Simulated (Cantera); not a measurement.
Cantera run:

```python
import numpy as np
import cantera as ct

gas_names = """
    Br Br2 H HBr HO2 H2 H2O H2O2 O OH O2 O3
""".split()
cond_names = """
    Br2(cr) Br2(L) H2O(s) H2O(L)
""".split()


# ... load() reads the species with a 1 bar reference pressure and builds the phases ...
atoms = {
    'HBr': {'H': 1, 'Br': 1},
    'O2': {'O': 2},
}
top_T = {}  # K; cautious upper limits of use, not melting points


# ... equilibrate(T, P, feed) seeds the gas with the atoms and calls Mixture.equilibrate('TP', solver="vcs", rtol=1e-11, max_steps=5000) ...
results = []
feed = {'HBr': 1, 'O2': 0.031}  # mol
T = 2048.15  # K
P = 4000  # Pa
mix = equilibrate(T, P, feed)
results.append((T, P, feed, dict(zip(mix.species_names, mix.species_moles))))
print(gas.report(threshold=1e-05))
for i in range(1, mix.n_phases):
    print(f"{mix.phase(i).name:16s} {mix.phase_moles(i):12.5e} mol")
```

Result:

```
       temperature   2048.2 K
          pressure   4000 Pa
           density   0.015899 kg/m^3
  mean mol. weight   67.688 kg/kmol
   phase of matter   gas

                          1 kg             1 kmol
                     ---------------   ---------------
          enthalpy         8.964e+05        6.0675e+07  J
   internal energy        6.4481e+05        4.3646e+07  J
           entropy            4028.3        2.7267e+05  J/K
    Gibbs function       -7.3541e+06       -4.9778e+08  J
 heat capacity c_p            474.46             32116  J/K
 heat capacity c_v            351.63             23801  J/K

                      mass frac. Y      mole frac. X     chem. pot. / RT
                     ---------------   ---------------   ---------------
                Br             0.405           0.34308           -21.489
               Br2         0.0016804        0.00071173           -42.978
                 H        5.7616e-05         0.0038689           -12.451
               HBr           0.57608           0.48193            -33.94
                H2         0.0035494           0.11917           -24.903
               H2O          0.013587          0.051052            -47.97
                OH        4.5363e-05        0.00018054           -35.519
     [   +5 minor]        1.3678e-06        5.0095e-06

Br2(L)            0.00000e+00 mol
```

Equilibrium computed with Cantera from the NASA thermochemical tables; the gas is ideal and each condensed phase is pure.
